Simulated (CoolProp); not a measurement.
Computed with CoolProp (reference Helmholtz-energy equation of state, Gedanitz 2015).

**Question.** Give the vapour pressure (bar), vapour density (kg/m³), liquid cp (kJ/(kg K)) of saturated cyclopentane at 436.1, 445.9, 475.2 K.

**Answer.** 
```tsv
T (K)	p (bar)	vapour density (kg/m³)	liquid cp (kJ/(kg K))
436.1	14.7	37.2	2.67
445.9	17.3	44.6	2.76
475.2	27.3	77.4	3.24
```
